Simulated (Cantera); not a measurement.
A perfectly stirred reactor is fed with 9.64 % CH4, 4.63 % CO, 18.0 % O2, 67.7 % N2, equivalence ratio 1.2, at 10.0 bar; it is adiabatic with a 498 K inlet, and is followed from long to short residence time, starting on the burning branch (τ in s: 0.046, 0.024, 0.013, 0.0065, 0.0034, 0.0018, 0.00092, 0.00048, 0.00025, 0.00013, 6.7e-05, 3.5e-05, 1.8e-05).

Computed with Cantera and GRI-Mech 3.0 (53 species, 325 reactions).

One state of this run: T (K) = 2246; x CH4 = 0.000270; x CO = 0.0577; x O2 = 0.00394; x HCN = 2.35e-5; x H2 = 0.0194; x C2H2 = 5.71e-6; x H = 0.00253. x: mole fraction; the columns are a selection and need not sum to one.

Task: Which value of τ (s) does it belong to?
A) 0.0018
B) 0.0065
C) 0.00013
D) 0.00048

Result: C, 0.00013
